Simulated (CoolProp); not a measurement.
Vapour-liquid equilibrium of dimethyl carbonate (1) + n-decane (2) at 400.4 K; x and y are mole fractions of (1).

The numbers come from the multi-fluid Helmholtz-energy mixture model, Zhou 2011 and Lemmon 2006; pair parameters Bell 2016 in CoolProp.

```json
[
 {"x": "0.05", "bubble pressure, mixture model (bar)": "0.7562", "bubble pressure, Raoult's law (bar)": "0.3912", "y, mixture model": "0.665", "y, Raoult's law": "0.372"},
 {"x": "0.15", "bubble pressure, mixture model (bar)": "1.464", "bubble pressure, Raoult's law (bar)": "0.6564", "y, mixture model": "0.835", "y, Raoult's law": "0.665"},
 {"x": "0.25", "bubble pressure, mixture model (bar)": "1.886", "bubble pressure, Raoult's law (bar)": "0.9217", "y, mixture model": "0.878", "y, Raoult's law": "0.790"},
 {"x": "0.35", "bubble pressure, mixture model (bar)": "2.127", "bubble pressure, Raoult's law (bar)": "1.187", "y, mixture model": "0.896", "y, Raoult's law": "0.858"},
 {"x": "0.45", "bubble pressure, mixture model (bar)": "2.270", "bubble pressure, Raoult's law (bar)": "1.452", "y, mixture model": "0.906", "y, Raoult's law": "0.902"},
 {"x": "0.55", "bubble pressure, mixture model (bar)": "2.368", "bubble pressure, Raoult's law (bar)": "1.717", "y, mixture model": "0.914", "y, Raoult's law": "0.932"},
 {"x": "0.65", "bubble pressure, mixture model (bar)": "2.458", "bubble pressure, Raoult's law (bar)": "1.983", "y, mixture model": "0.922", "y, Raoult's law": "0.954"},
 {"x": "0.75", "bubble pressure, mixture model (bar)": "2.558", "bubble pressure, Raoult's law (bar)": "2.248", "y, mixture model": "0.933", "y, Raoult's law": "0.971"},
 {"x": "0.85", "bubble pressure, mixture model (bar)": "2.682", "bubble pressure, Raoult's law (bar)": "2.513", "y, mixture model": "0.951", "y, Raoult's law": "0.985"},
 {"x": "0.95", "bubble pressure, mixture model (bar)": "2.830", "bubble pressure, Raoult's law (bar)": "2.778", "y, mixture model": "0.979", "y, Raoult's law": "0.995"}
]
```

The largest gap from Raoult's law is +123.0 % in bubble pressure, at x = 0.15. No azeotrope shows between x = 0.05 and 0.95.

Pair parameters are fitted to limited data, so mixtures are less certain than the pure fluids. With so large a gap from Raoult's law the liquid may split in two, which this calculation doesn't test in full.
